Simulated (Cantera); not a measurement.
Input: 1 mol PbO, 0.67 mol C, 1.4 mol CO.

Method: chemical equilibrium by Gibbs-energy minimisation in Cantera with the NASA 1993 tables (ideal gas, pure condensed phases). Candidate condensed phases: C, Pb, PbO, PbO₂, Pb₃O₄; 15 gas species. The numbers say what is thermodynamically allowed, not how fast it happens.

Problem. What condenses at these points (T in K, P in Pa): (1525, 1000000); (1325, 3200); (1025, 240000); (925, 13000); (1625, 13000); (1125, 1000000)?

Solution. 
```
T (K)  P in Pa  condensed phases  Pb condensed (%)
-----  -------  ----------------  ----------------
1525   1000000                Pb              99.4
1325      3200                Pb              73.7
1025    240000            C + Pb             100.0
925      13000            C + Pb             100.0
1625     13000          gas only               0.0
1125   1000000            C + Pb             100.0
```
